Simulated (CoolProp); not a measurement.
Vapour-liquid equilibrium of R125 (1) + n-butane (2) at 0.129 MPa; x and y are mole fractions of (1).

Model: multi-fluid Helmholtz-energy mixture model, Lemmon 2005 and Bücker 2006; pair parameters Bell 2016, in CoolProp.

```
x     bubble temperature (K)  y at the bubble point  dew temperature at overall composition x (K)  liquid density (mol/L)
----  ----------------------  ---------------------  --------------------------------------------  ----------------------
0.05                   256.6                  0.599                                         277.8                   10.66
0.15                   239.3                  0.833                                         274.7                   11.04
0.25                   234.0                  0.880                                         271.5                   11.22
0.35                   232.2                  0.894                                         267.8                   11.35
0.45                   231.8                  0.898                                         263.8                   11.46
0.55                   231.7                  0.899                                         259.1                   11.57
0.65                   231.6                  0.900                                         253.6                   11.70
0.75                   231.3                  0.906                                         246.8                   11.87
0.85                   230.8                  0.922                                         237.5                   12.08
0.95                   230.3                  0.962                                         230.4                   12.32
```

No azeotrope shows between x = 0.05 and 0.95.

Pair parameters are fitted to limited data, so mixtures are less certain than the pure fluids. With so large a gap from Raoult's law the liquid may split in two, which this calculation doesn't test in full.
